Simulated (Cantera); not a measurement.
# Adiabatic ignition

An adiabatic, constant-pressure homogeneous reactor starts with H2 : O2 : N2 = 1 : 0.5 : 3.8 (molar parts), at 1448 K and 9.18 atm.

Computed with Cantera and the H2/O2 subset of GRI-Mech 3.0, which has no nitrogen chemistry. The hydrogen kinetics of GRI-Mech 3.0 are dated; newer H2 mechanisms differ, most at raised pressure.

```
t (s)     T (K)    x H2     x O2   x H2O2       x O     x OH      x H
--------  -----  ------  -------  -------  --------  -------  -------
6.00e-6    2402  0.0272   0.0112  8.23e-7   0.00422   0.0136   0.0123
1.81e-5    2607  0.0153  0.00572  4.62e-7   0.00109  0.00849  0.00301
5.44e-5    2650  0.0118  0.00428  3.67e-7  0.000648  0.00684  0.00174
0.000164   2652  0.0116  0.00420  3.62e-7  0.000629  0.00675  0.00168
0.000493   2652  0.0116  0.00420  3.62e-7  0.000629  0.00675  0.00168
0.00148    2652  0.0116  0.00420  3.62e-7  0.000629  0.00675  0.00168
0.00446    2652  0.0116  0.00420  3.62e-7  0.000629  0.00675  0.00168
0.0134     2652  0.0116  0.00420  3.62e-7  0.000629  0.00675  0.00168
0.0405     2652  0.0116  0.00420  3.62e-7  0.000629  0.00675  0.00168
0.122      2652  0.0116  0.00420  3.62e-7  0.000629  0.00675  0.00168
0.367      2652  0.0116  0.00420  3.62e-7  0.000629  0.00675  0.00168
1.10       2652  0.0116  0.00420  3.62e-7  0.000629  0.00675  0.00168
3.32       2652  0.0116  0.00420  3.62e-7  0.000629  0.00675  0.00168
10.0       2652  0.0116  0.00420  3.62e-7  0.000629  0.00675  0.00168
```
x: mole fraction; the columns are a selection and need not sum to one.

The time of steepest temperature rise is 3.10 µs. The temperature at 10.0 s comes out as 2652 K and the equilibrium temperature is 2652 K. The x(H2) at 10.0 s is 0.0116 (gas-phase equilibrium 0.0116) and the x(O2) at 10.0 s comes out as 0.00420 (gas-phase equilibrium 0.00420). The x(H2O2) at 10.0 s is 3.62e-7 (gas-phase equilibrium 3.62e-7).
